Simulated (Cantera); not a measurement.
Charge: 1 mol CH3OH, 25 mol H2, at 1975 K.

These are equilibrium values from Cantera (NASA tables, ideal gas, pure condensed phases), not measurements of a reactor. Candidate condensed phases: C, C6H6, C7H8, C8H18, H2O; 110 gas species. Kinetics and transport are ignored.

**Question.** At 46.0 mbar, list the 3 most abundant gas species with their mole fractions, and the condensed phases.

**Answer.** H2 0.958, CO 0.0356, H 0.00624. Condensed: gas only.
